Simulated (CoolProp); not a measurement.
Vapour-liquid equilibrium of R134a (1) + R245fa (2) at 0.00404 MPa; x and y are mole fractions of (1).

Computed with CoolProp (multi-fluid Helmholtz-energy mixture model, Tillner-Roth 1994 and Akasaka 2015; pair parameters Akasaka 2014).

Give the bubble temperature and the first vapour's composition at x = 0.05, 0.45, 0.75. Is there an azeotrope?

x = 0.05: -50.7 °C, y = 0.357; x = 0.45: -69.6 °C, y = 0.922; x = 0.75: -75.5 °C, y = 0.980. No azeotrope shows between x = 0.05 and 0.95.

Pair parameters are fitted to limited data, so mixtures are less certain than the pure fluids.
